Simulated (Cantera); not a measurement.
**Premixed flame**

A freely propagating, adiabatic, planar premixed flame of CO : H2 : CH4 : O2 : N2 : H2O = 1 : 0.32 : 0.21 : 1.54 : 5.71 : 0.29 (molar parts), unburnt at 500 K and 100.0 Torr; multicomponent+Soret transport, grid criteria slope 0.08 and curve 0.16, no radiation.

Cantera simulation using GRI-Mech 3.0 (53 species, 325 reactions); the numbers are that mechanism's predictions, not measurements. Burning velocities carry a grid error of a few per cent, more on coarse grids.

```csv
z (mm),T (K),u (m/s),x CO,x H2,x CH4,x C2H,x NO2,x C2H6
-11.7,500,1.40,0.110,0.0353,0.0232,<1e-8,<1e-8,<1e-8
-7.81,500,1.40,0.110,0.0352,0.0232,<1e-8,<1e-8,<1e-8
-5.86,500,1.40,0.110,0.0349,0.0232,<1e-8,<1e-8,<1e-8
-3.90,501,1.40,0.110,0.0338,0.0232,<1e-8,<1e-8,1.49e-8
-1.95,561,1.56,0.110,0.0286,0.0224,<1e-8,<1e-8,5.25e-6
-0.976,778,2.16,0.106,0.0243,0.0181,<1e-8,<1e-8,1.66e-5
0,1147,3.18,0.0996,0.0178,0.00480,<1e-8,<1e-8,2.83e-6
0.976,1331,3.67,0.0783,0.00961,0.000155,<1e-8,<1e-8,<1e-8
1.95,1415,3.87,0.0582,0.00761,2.19e-6,<1e-8,<1e-8,<1e-8
3.90,1522,4.12,0.0374,0.00802,<1e-8,<1e-8,<1e-8,<1e-8
7.81,1635,4.39,0.0287,0.00772,<1e-8,<1e-8,<1e-8,<1e-8
15.6,1748,4.66,0.0257,0.00635,<1e-8,<1e-8,<1e-8,<1e-8
31.2,1856,4.91,0.0212,0.00469,<1e-8,<1e-8,<1e-8,<1e-8
```
x: mole fraction of selected species; z is measured from the peak of heat release.

```yaml
laminar_burning_velocity: 140 cm/s
thermal_thickness: 3.90 mm
peak x(C2H): <1e-8
peak x(C2H6): 1.74e-5
grid_points: 170
```
